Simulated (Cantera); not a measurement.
An adiabatic, constant-volume homogeneous reactor starts with CH₃OH : O₂ : N₂ = 1 : 1.36 : 5.13 (molar parts), equivalence ratio 1.1, at 1823 K and 14.8 atm. Integrator tolerance rtol = 1e-08.

Model: GRI-Mech 3.0 (53 species, 325 reactions), integrated in Cantera. GRI-Mech 3.0 was tuned for natural gas; its chemistry of methanol as a main component is partial and can be far from experiment. The pressure lies above the range GRI-Mech 3.0 was tuned for (to about 10 atm). Above 3000 K some thermodynamic fits are extrapolated.

Question: What does this change do: initial temperature 1823 to 1148 K?

Answer: 
```csv
quantity,before,after
time of steepest temperature rise,1.63 µs,2.69 ms
temperature at 0.400 s,3247 K,3005 K
equilibrium temperature,3247 K,3005 K
x(CH₃OH) at 0.400 s,<1e-12 (gas-phase equilibrium <1e-12),<1e-12 (gas-phase equilibrium <1e-12)
x(O₂) at 0.400 s,0.0146 (gas-phase equilibrium 0.0146),0.00730 (gas-phase equilibrium 0.00730)
x(NO) at 0.400 s,0.0145 (gas-phase equilibrium 0.0145),0.00793 (gas-phase equilibrium 0.00793)
x(HO₂) at 0.400 s,2.80e-5 (gas-phase equilibrium 2.80e-5),1.29e-5 (gas-phase equilibrium 1.29e-5)
x(C₂H) at 0.400 s,<1e-12 (gas-phase equilibrium <1e-12),<1e-12 (gas-phase equilibrium <1e-12)
x(CH₄) at 0.400 s,1.92e-12 (gas-phase equilibrium 2.36e-12),1.19e-12 (gas-phase equilibrium 1.42e-12)
x(C₂H₄) at 0.400 s,<1e-12 (gas-phase equilibrium <1e-12),<1e-12 (gas-phase equilibrium <1e-12)
```

Question: What does this change do: initial temperature 1823 to 1400 K?

Answer: 
```csv
quantity,before,after
time of steepest temperature rise,1.63 µs,61.0 µs
temperature at 0.400 s,3247 K,3099 K
equilibrium temperature,3247 K,3099 K
x(CH₃OH) at 0.400 s,<1e-12 (gas-phase equilibrium <1e-12),<1e-12 (gas-phase equilibrium <1e-12)
x(O₂) at 0.400 s,0.0146 (gas-phase equilibrium 0.0146),0.0101 (gas-phase equilibrium 0.0101)
x(NO) at 0.400 s,0.0145 (gas-phase equilibrium 0.0145),0.0104 (gas-phase equilibrium 0.0104)
x(HO₂) at 0.400 s,2.80e-5 (gas-phase equilibrium 2.80e-5),1.83e-5 (gas-phase equilibrium 1.83e-5)
x(C₂H) at 0.400 s,<1e-12 (gas-phase equilibrium <1e-12),<1e-12 (gas-phase equilibrium <1e-12)
x(CH₄) at 0.400 s,1.92e-12 (gas-phase equilibrium 2.36e-12),1.38e-12 (gas-phase equilibrium 1.67e-12)
x(C₂H₄) at 0.400 s,<1e-12 (gas-phase equilibrium <1e-12),<1e-12 (gas-phase equilibrium <1e-12)
```
